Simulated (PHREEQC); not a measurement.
Solution (25 °C): 0.83 mol/kgw MgCl2, 0.094 mol/kgw KCl and 0.076 mol/kgw NaCl. Closed to the air; pH follows from the charge balance.

Computed with PHREEQC (Pitzer model, pitzer.dat).

The ionic strength comes out as 2.66 mol/kgw. What activity coefficients do Cl-, Na+, Mg+2, K+ get?

Cl- 0.57, Na+ 0.94, Mg+2 0.47, K+ 0.71. Single-ion values are on the MacInnes scale.

No solid was allowed to form. Species that the database lacks are ignored.
